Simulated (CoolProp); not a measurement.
Values from CoolProp's reference Helmholtz-energy equation of state, Zhou 2011.

Task: Give the vapour pressure (kPa), liquid density (kg/m³), surface tension (mN/m) of saturated dimethyl carbonate at 446.9 K.

Result: 
```tsv
T (K)	p (kPa)	liquid density (kg/m³)	surface tension (mN/m)
446.9	825	843	8.67
```

Surface tension comes from a separate correlation (Mulero 2014).
